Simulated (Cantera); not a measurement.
A freely propagating, adiabatic, planar premixed flame of CO : H2 : O2 : N2 = 1 : 1.1 : 0.955 : 3.59 (molar parts), unburnt at 550 K and 1.00 bar; mixture-averaged transport, grid criteria slope 0.08 and curve 0.16, no radiation.

Cantera simulation using GRI-Mech 3.0 (53 species, 325 reactions); the numbers are that mechanism's predictions, not measurements. Burning velocities carry a grid error of a few per cent, more on coarse grids.

Task: How do the results move with these cheaper or finer settings: unity-Lewis-number transport; multicomponent transport; multicomponent+Soret transport; grid criteria slope 0.5, curve 1; grid criteria slope 0.25, curve 0.5; grid criteria slope 0.03, curve 0.06?

Result: 
```csv
setting,laminar burning velocity,thermal thickness,peak x(H),peak x(H2O2),grid points
as above,397 cm/s,0.543 mm,0.0342,2.37e-5,151
unity-Lewis-number transport,271 cm/s,0.400 mm,0.0380,9.74e-6,138
multicomponent transport,392 cm/s,0.540 mm,0.0341,2.42e-5,151
multicomponent+Soret transport,370 cm/s,0.533 mm,0.0335,2.47e-5,152
"grid criteria slope 0.5, curve 1",462 cm/s,0.677 mm,0.0350,2.06e-5,43
"grid criteria slope 0.25, curve 0.5",419 cm/s,0.592 mm,0.0345,2.16e-5,66
"grid criteria slope 0.03, curve 0.06",392 cm/s,0.532 mm,0.0342,2.44e-5,322
```
The base run took very roughly 11 core-seconds.
Unity Lewis numbers drop preferential diffusion, which matters most where H2 and H carry the flame; Soret adds thermal diffusion.
